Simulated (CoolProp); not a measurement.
The fluid at 336.58 K and 0.135 MPa flows at 0.44 m/s in a round tube of 4.6 mm bore and 1.5 µm roughness, fully developed (64/Re and Nu = 3.66 if laminar; Colebrook and Gnielinski if turbulent). The same conditions are run with several fluids, on thermodynamics alone (safety and materials aside).

Model: reference Helmholtz-energy equation of state of each fluid (R236FA: Pan 2012; R143a: Lemmon and Jacobsen 2000; C3F8 (R218): Lemmon 2006; nitrogen: Span 2000; normal hydrogen: Leachman 2009), in CoolProp.

Q: Rank R236FA, R143a, C3F8 (R218), nitrogen, normal hydrogen by Reynolds number, highest first.

A: C3F8 (R218) (1330), R236FA (1230), R143a (664), nitrogen (140), normal hydrogen (20.3)

```
fluid            Darcy friction factor  pressure drop (Pa/m)  heat-transfer coefficient (W/(m² K))  mass flow (kg/h)
---------------  ---------------------  --------------------  ------------------------------------  ----------------
R236FA                          0.0520                  8.25                                  12.6             0.199
R143a                           0.0964                  8.35                                  14.8             0.108
C3F8 (R218)                     0.0480                  9.33                                  12.4             0.243
nitrogen                         0.457                  13.0                                  22.7            0.0356
normal hydrogen                   3.15                  6.44                                   162           0.00256
```

Transport values come from each fluid's own correlations; those of R236FA, R143a, C3F8 (R218) are estimates that may be off by 10 % or more.
